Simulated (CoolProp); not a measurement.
Hexamethyldisiloxane (MM) along the isotherm 346.85 °C: density (kg/m³) from the reference equation and from simpler models built on Tc = 245.6 °C, pc = 1931 kPa, ω = 0.418; each cubic takes its own stable root.

The numbers come from the reference Helmholtz-energy equation of state, Thol 2016 in CoolProp.

```csv
p (kPa),phase,reference
30.5,gas,0.9636
62.7,gas,1.987
129,gas,4.115
264,gas,8.534
543,gas,18.06
1120,gas,39.65
2290,supercritical,92.65
4700,supercritical,242.8
9660,supercritical,413.1
```

### Question
How far does each simpler model (Soave-Redlich-Kwong, Peng-Robinson) lie from the reference over these 9 states: mean and median of the absolute difference, and the worst?

### Answer
- Soave-Redlich-Kwong: mean 2.3 %, median 0.6 %, worst -8.3 % at 346.85 °C and 4700 kPa
- Peng-Robinson: mean 0.6 %, median 0.3 %, worst -2.5 % at 346.85 °C and 4700 kPa
